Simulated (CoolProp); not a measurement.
A single-stage vapour-compression cycle with R11: evaporating at 263.15 K (dew point), condensing at 283.15 K (bubble point), superheat 0 K, subcooling 0 K, compressor efficiency 0.75, no pressure losses. Each further row changes one setting.

Model: reference Helmholtz-energy equation of state, Jacobsen 1992, in CoolProp.

| case | cooling COP | pressure ratio | discharge temperature (K) | refrigerating effect (kJ/kg) | volumetric capacity (kJ/m³) |
|---|---|---|---|---|---|
| as stated | 9.35 | 2.36 | 297.6 | 176 | 288 |
| evaporating temperature 268.15 K | 12.9 | 1.88 | 293.6 | 179 | 361 |
| condensing temperature 278.15 K | 12.6 | 1.93 | 289.4 | 180 | 295 |
| subcooling 5 K | 9.58 | 2.36 | 297.6 | 180 | 295 |
| superheat 10 K | 9.28 | 2.36 | 308.4 | 182 | 286 |
| compressor efficiency 0.65 | 8.11 | 2.36 | 302.5 | 176 | 288 |
